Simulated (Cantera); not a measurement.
# Reactions in the system Cs-F-H-O

Source: NASA polynomial tables (part measured, part estimated), evaluated in Cantera. Values are per mole of reaction as written; species without (g) are pure solids or liquids, kept so even where they would boil at 1 bar.

2 F(g) + 2 CsOH ⇌ 2 Cs + O2(g) + 2 HF(g)

```
T (K)  ΔH° (kJ)  ΔS° (J/K)  ΔG° (kJ)  log10 K
-----  --------  ---------  --------  -------
750        87.0      131.0     -11.3     0.78
825        82.8      125.7     -20.9     1.32
900        78.8      121.0     -30.1     1.75
975        74.9      116.8     -39.0     2.09
1050       71.1      113.1     -47.7     2.37
1125       67.5      109.8     -56.0     2.60
1200       64.2      107.0     -64.1     2.79
```
